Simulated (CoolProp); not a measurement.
The numbers come from the reference Helmholtz-energy equation of state, Zhou 2012 in CoolProp.

Question: For p-xylene, give the phase and the conductivity (mW/(m K)), Prandtl number at 492 K and 1.68 MPa; 492 K and 2.98 MPa.

Answer: 
- 492 K and 1.68 MPa: liquid; conductivity 86.9, Prandtl number 3.59
- 492 K and 2.98 MPa: liquid; conductivity 87.8, Prandtl number 3.62

Viscosity comes from a separate model (Balogun 2015). Thermal conductivity comes from a separate model (Mylona 2014).
